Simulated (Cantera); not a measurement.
**Thermodynamics of nitride etching, feed Si3N4 + HCl + H2 + Cl2**

A closed system holds: 1 mol Si3N4, 11 mol HCl, 1.8 mol H2, 2 mol Cl2, equilibrated at 10000 Pa.

Equilibrium computed with Cantera from the NASA thermochemical tables; the gas is ideal and each condensed phase is pure. Candidate condensed phases: NH4Cl, Si, Si3N4; 28 gas species. The tables' values for SiCl3 are old estimates; treat these amounts as uncertain. Equilibrium is a limit: real reactors are often held back by kinetics, nucleation or transport.

From 500 °C to 1050 °C the condensed part is Si3N4(s). The main Si-bearing gas is SiCl4 throughout. The share of Si in condensed phases is highest at 1000 °C (27.2 %) and lowest at 500 °C (13.7 %).

```json
[
 {"T (°C)": "500", "x HCl": "0.334", "x H2": "0.357", "x SiCl4": "0.186", "x N2": "0.124", "x SiCl3": "2.61e-7", "n Si3N4(s)": "0.137"},
 {"T (°C)": "550", "x HCl": "0.353", "x H2": "0.346", "x SiCl4": "0.180", "x N2": "0.120", "x SiCl3": "1.25e-6", "n Si3N4(s)": "0.161"},
 {"T (°C)": "600", "x HCl": "0.370", "x H2": "0.337", "x SiCl4": "0.175", "x N2": "0.117", "x SiCl3": "4.97e-6", "n Si3N4(s)": "0.181"},
 {"T (°C)": "650", "x HCl": "0.386", "x H2": "0.328", "x SiCl4": "0.171", "x N2": "0.114", "x SiCl3": "1.70e-5", "n Si3N4(s)": "0.200"},
 {"T (°C)": "700", "x HCl": "0.400", "x H2": "0.321", "x SiCl4": "0.167", "x N2": "0.112", "x SiCl3": "5.12e-5", "n Si3N4(s)": "0.216"},
 {"T (°C)": "750", "x HCl": "0.412", "x H2": "0.314", "x SiCl4": "0.163", "x N2": "0.110", "x SiCl3": "0.000138", "n Si3N4(s)": "0.231"},
 {"T (°C)": "800", "x HCl": "0.423", "x H2": "0.307", "x SiCl4": "0.160", "x N2": "0.108", "x SiCl3": "0.000338", "n Si3N4(s)": "0.243"},
 {"T (°C)": "850", "x HCl": "0.433", "x H2": "0.302", "x SiCl4": "0.156", "x N2": "0.106", "x SiCl3": "0.000763", "n Si3N4(s)": "0.254"},
 {"T (°C)": "900", "x HCl": "0.442", "x H2": "0.296", "x SiCl4": "0.153", "x N2": "0.105", "x SiCl3": "0.00160", "n Si3N4(s)": "0.263"},
 {"T (°C)": "950", "x HCl": "0.449", "x H2": "0.292", "x SiCl4": "0.149", "x N2": "0.104", "x SiCl3": "0.00314", "n Si3N4(s)": "0.270"},
 {"T (°C)": "1000", "x HCl": "0.455", "x H2": "0.287", "x SiCl4": "0.144", "x N2": "0.103", "x SiCl3": "0.00578", "n Si3N4(s)": "0.272"},
 {"T (°C)": "1050", "x HCl": "0.459", "x H2": "0.282", "x SiCl4": "0.137", "x N2": "0.103", "x SiCl3": "0.0100", "n Si3N4(s)": "0.267"}
]
```
x: gas mole fraction; n: condensed amount in mol.
